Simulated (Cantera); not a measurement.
A perfectly stirred reactor is fed with CH₄ : O₂ : N₂ = 1 : 3.03 : 11.4 (molar parts), equivalence ratio 0.66, at 0.230 bar; it is adiabatic with a 375 K inlet, and is followed from long to short residence time, starting on the burning branch (τ in s: 0.15, 0.058, 0.022, 0.0085, 0.0033, 0.0012, 0.00048, 0.00018, 7e-05, 2.7e-05).

Model: GRI-Mech 3.0 (53 species, 325 reactions), integrated in Cantera.

One state of this run: T (K) = 1700; x CH₄ = 7.69e-5; x O₂ = 0.0686; x C₂H₂ = 1.23e-9; x CO₂ = 0.0576; x C₂H₆ = 3.52e-10. x: mole fraction; the columns are a selection and need not sum to one.

### Question
Which value of τ (s) does it belong to?
(A) 0.0085
(B) 0.15
(C) 7.0e-5
(D) 0.058

### Answer
A, 0.0085
